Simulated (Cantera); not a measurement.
An adiabatic, constant-pressure homogeneous reactor starts with 3.67 % CH4, 2.64 % CO, 19.6 % O2, 74.0 % N2, at 1400 K and 30000 Pa.

Model: GRI-Mech 3.0 (53 species, 325 reactions), integrated in Cantera.

One state of this run: T (K) = 2275; x CH4 = <1e-12; x CO = 0.00338; x O2 = 0.106; x N2O = 2.93e-7; x OH = 0.00638; x H = 0.000417; x C2H = <1e-12. x: mole fraction; the columns are a selection and need not sum to one.

Question: Which value of t (s) does it belong to?
(A) 0.343
(B) 7.63e-6
(C) 2.91e-5
(D) 0.000424

Answer: A, 0.343
